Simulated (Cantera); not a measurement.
Feed: 1 mol Si2H6, a varied amount of O2, 8 mol N2, equilibrated at 1648 K and 8.60 Pa.

Cantera equilibrium calculation (NASA polynomials, part measured and part estimated; ideal gas, pure solids and liquids). Candidate condensed phases: H2O, Si, SiO2, Si2N2O, Si3N4; 35 gas species. The feed counts by its element totals alone. The tables hold silica as quartz up to 1696 K and as liquid above; real silica turns to tridymite and cristobalite and melts near 1996 K. The numbers say what is thermodynamically allowed, not how fast it happens.

What share of the Si ends up in condensed phases as a function of n(O2) (mol), at 0.58, 1, 1.9, 3.3, 5.9, 10, 19?


| n(O2) (mol) | Si condensed (%) | as |
|---|---|---|
| 0.58 | 40.1 | Si(s) |
| 1 | 0.0 | - |
| 1.9 | 84.8 | SiO2(β-quartz) |
| 3.3 | 99.9 | SiO2(β-quartz) |
| 5.9 | 100.0 | SiO2(β-quartz) |
| 10 | 100.0 | SiO2(β-quartz) |
| 19 | 100.0 | SiO2(β-quartz) |
